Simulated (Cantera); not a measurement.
Charge: 1 mol B2H6, 1.4 mol O2, 0.38 mol N2, at 1525 K and 0.133 bar.

Cantera equilibrium calculation (NASA polynomials, part measured and part estimated; ideal gas, pure solids and liquids). Candidate condensed phases: B, BN, B2O3, B3O3H3, H2O; 39 gas species. The feed counts by its element totals alone. Mutual solubility and eutectic melting of coexisting phases are not modelled. Gases not in the tables: H3BO3. The numbers say what is thermodynamically allowed, not how fast it happens.

Base state: H2 0.900, N2 0.0935, HBO2 0.00331, H2O 0.00161, HBO 0.00118, B2O3 0.000269, H 6.15e-5, B2O2 1.08e-5 (mole fractions); condensed: BN(s) + B2O3(l).

Task: What changes in the equilibrium state with this change: O2 from 1.4 to 0.47 mol?

Result: 
```tsv
species	before	after
H2	0.900	0.983
HBO	0.00118	0.0127
B3O3H3	1.96e-6	0.00244
N2	0.0935	7.88e-8
BH2	1.05e-8	1.25e-5
B2O2	1.08e-5	0.00114
BN(s), mol	0.139	0.760
B2O3(l), mol	0.922	0.289
B(s), mol	0	0.591
```
The tables' values for BH2 are old estimates; treat these amounts as uncertain.

Task: What changes in the equilibrium state with this change: B2H6 replaced by B2O3?

Result: 
```
species         before     after
------------  --------  --------
O2               <1e-9     0.786
N2              0.0935     0.213
NO               <1e-9   0.00139
H2               0.900         0
B2O3          0.000269  0.000269
HBO2           0.00331         0
H2O            0.00161         0
HBO            0.00118         0
H              6.15e-5         0
O                <1e-9   1.37e-5
BN(s), mol       0.139         0
B2O3(l), mol     0.922     0.999
```
